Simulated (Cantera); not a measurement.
# Hydrocarbon pyrolysis for carbon deposition

A perfectly stirred reactor is fed with 7.56 % C2H6, 92.4 % N2, at 128 Torr; it is held at 1225 K, and followed from long to short residence time.

Model: GRI-Mech 3.0 (53 species, 325 reactions), integrated in Cantera. GRI-Mech 3.0 stops at C3 and has no aromatics, soot or wall deposition, so with more carbon than oxygen in the feed, carbon stays in small species such as C2H2 where larger ones or solid carbon would form.

```json
[
 {"τ (s)": "7.0", "x C2H6": "0.000521", "x CH2": "1.18e-10", "x C2H": "3.35e-10", "x CH4": "0.0127", "x C2H2": "0.0484"},
 {"τ (s)": "2.3", "x C2H6": "0.00116", "x CH2": "2.43e-10", "x C2H": "4.26e-10", "x CH4": "0.0128", "x C2H2": "0.0437"},
 {"τ (s)": "0.74", "x C2H6": "0.00279", "x CH2": "5.17e-10", "x C2H": "4.77e-10", "x CH4": "0.0130", "x C2H2": "0.0351"},
 {"τ (s)": "0.24", "x C2H6": "0.00700", "x CH2": "1.11e-9", "x C2H": "4.28e-10", "x CH4": "0.0125", "x C2H2": "0.0228"},
 {"τ (s)": "0.079", "x C2H6": "0.0176", "x CH2": "2.22e-9", "x C2H": "2.69e-10", "x CH4": "0.00997", "x C2H2": "0.0106"},
 {"τ (s)": "0.026", "x C2H6": "0.0384", "x CH2": "3.59e-9", "x C2H": "1.09e-10", "x CH4": "0.00544", "x C2H2": "0.00296"},
 {"τ (s)": "0.0084", "x C2H6": "0.0598", "x CH2": "4.24e-9", "x C2H": "3.34e-11", "x CH4": "0.00191", "x C2H2": "0.000459"},
 {"τ (s)": "0.0027", "x C2H6": "0.0706", "x CH2": "3.55e-9", "x C2H": "8.27e-12", "x CH4": "0.000524", "x C2H2": "4.37e-5"},
 {"τ (s)": "0.00089", "x C2H6": "0.0744", "x CH2": "1.70e-9", "x C2H": "1.21e-12", "x CH4": "0.000114", "x C2H2": "2.33e-6"},
 {"τ (s)": "0.00029", "x C2H6": "0.0755", "x CH2": "3.46e-10", "x C2H": "<1e-12", "x CH4": "1.82e-5", "x C2H2": "3.41e-8"}
]
```
x: mole fraction; the columns are a selection and need not sum to one.
